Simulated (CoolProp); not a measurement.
Chlorine at 298.15 K and 0.341 MPa is throttled through a valve to 0.0336 MPa with no heat exchange. Each further row changes one setting.

Model: reference Helmholtz-energy equation of state, Thol 2021, in CoolProp.

```csv
case,temperature change (K),final density (kg/m³)
as stated,-9.5,0.997
outlet pressure 0.0101 MPa,-10.3,0.300
outlet pressure 0.0437 MPa,-9.2,1.30
```
